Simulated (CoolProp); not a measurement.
A simple Rankine cycle with water: condensing at 290.15 K, boiler at 0.549 MPa, turbine inlet 433.5 K, turbine efficiency 0.6, pump efficiency 0.8, no recuperator. Each further row changes one setting.

Values from CoolProp's reference Helmholtz-energy equation of state, Wagner 2002.

```csv
case,thermal efficiency (%),net work (kJ/kg),heat in (kJ/kg),turbine exit temperature (K),volume ratio over the turbine
as stated,17.5,472,2690,290.1,179
turbine inlet 453.5 K,17.6,482,2740,290.1,[?]
condensing temperature 282.15 K,18.5,[?],2730,282.2,[?]
boiler pressure 0.384 MPa,[?],448,[?],290.1,125
turbine efficiency 0.5,14.6,394,2690,290.1,[?]
```

**Question.** Complete the blanks.

**Answer.** 
- turbine inlet 453.5 K, volume ratio over the turbine: 172
- condensing temperature 282.15 K, net work (kJ/kg): 504
- condensing temperature 282.15 K, volume ratio over the turbine: 292
- boiler pressure 0.384 MPa, thermal efficiency (%): 16.5
- boiler pressure 0.384 MPa, heat in (kJ/kg): 2710
- turbine efficiency 0.5, volume ratio over the turbine: 185

The expansion ends wet for: as stated; turbine inlet 453.5 K; condensing temperature 282.15 K; boiler pressure 0.384 MPa; turbine efficiency 0.5.
